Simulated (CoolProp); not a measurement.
Dodecamethylpentasiloxane (MD3M) along the isotherm 620 K: fugacity coefficient from the reference equation and from simpler models built on Tc = 628.0 K, pc = 0.9540 MPa, ω = 0.730; each cubic takes its own stable root.

The numbers come from the reference Helmholtz-energy equation of state, Thol 2019 in CoolProp.

```tsv
p (MPa)	phase	reference	van der Waals	Redlich-Kwong	Soave-Redlich-Kwong	Peng-Robinson
0.734	gas	0.7128	0.7638	0.7359	0.7309	0.7106
1.47	liquid	0.4255	0.5013	0.4633	0.4513	?
2.2	liquid	0.3177	0.3952	0.3537	0.3438	0.3240
2.94	liquid	0.2646	0.3458	0.2997	0.2909	0.2707
3.67	liquid	0.2349	0.3211	0.2697	0.2615	0.2405
4.4	liquid	0.2166	0.3090	?	0.2437	0.2215
5.14	liquid	0.2049	0.3046	0.2403	0.2327	?
5.87	liquid	0.1976	0.3057	0.2339	0.2263	0.2012
6.6	liquid	?	0.3108	?	0.2230	?
7.34	liquid	0.1912	0.3195	0.2298	?	0.1934
8.07	liquid	0.1909	0.3309	0.2308	0.2230	0.1923
8.81	liquid	0.1920	0.3453	0.2335	0.2255	0.1925
9.54	liquid	0.1942	0.3621	0.2376	0.2293	0.1938
```

Q: What belongs in the gaps?

A: 
- 1.47, Peng-Robinson: 0.4312
- 4.4, Redlich-Kwong: 0.2516
- 5.14, Peng-Robinson: 0.2091
- 6.6, reference: 0.1933
- 6.6, Redlich-Kwong: 0.2306
- 6.6, Peng-Robinson: 0.1962
- 7.34, Soave-Redlich-Kwong: 0.2221
